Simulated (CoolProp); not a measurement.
CH3F (R41) at several states: density (kg/m³) from the reference equation and from simpler models built on Tc = 317.3 K, pc = 5.906 MPa, ω = 0.200; each cubic takes its own stable root.

Model: reference Helmholtz-energy equation of state, Lemmon 2006, in CoolProp. It is a short technical equation, of lower accuracy than the large ones.

| T (K) | p (MPa) | phase | reference | van der Waals | Redlich-Kwong | Peng-Robinson |
|---|---|---|---|---|---|---|
| 373.6 | 3.2 | gas | 40.20 | 39.71 | 39.84 | … |
| 409.2 | 0.51 | gas | 5.177 | 5.172 | 5.173 | 5.176 |
| 336.6 | 5.57 | gas | 107.0 | … | … | 104.7 |

### Question
Complete the blanks.

### Answer

- 373.6, Peng-Robinson: 40.09
- 336.6, van der Waals: 100.8
- 336.6, Redlich-Kwong: 102.6
